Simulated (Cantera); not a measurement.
Feed: 1 mol AlN, 0.3 mol H₂O, 1.7 mol H₂, held at 1750 °C and 0.850 bar.

These are equilibrium values from Cantera (NASA tables, ideal gas, pure condensed phases), not measurements of a reactor. Candidate condensed phases: Al, AlN, Al₂O₃, H₂O; 35 gas species. Mutual solubility and eutectic melting of coexisting phases are not modelled. The tables' values for AlOH are old estimates; treat these amounts as uncertain. Condensed phases not in the tables: aluminium oxynitride. Kinetics and transport are ignored.

Base state: H₂ 0.950, N₂ 0.0477, H 0.00201, Al 0.000184, Al₂O 0.000134, H₂O 5.35e-5, AlH 4.41e-5, AlOH 1.17e-5 (mole fractions); condensed: AlN(s) + Al₂O₃(s).

Question: What changes in the equilibrium state with this change: temperature from 1750 °C to 575 °C?

Answer: 
| species | before | after |
|---|---|---|
| H₂ | 0.950 | 0.952 |
| N₂ | 0.0477 | 0.0475 |
| NH₃ | 3.32e-6 | 0.000325 |
| H | 0.00201 | <1e-9 |
| Al | 0.000184 | <1e-9 |
| Al₂O | 0.000134 | <1e-9 |
| AlH | 4.41e-5 | <1e-9 |
| AlOH | 1.17e-5 | <1e-9 |
| AlN(s), mol | 0.799 | 0.800 |
| Al₂O₃(s), mol | 0.0999 | 0.100 |
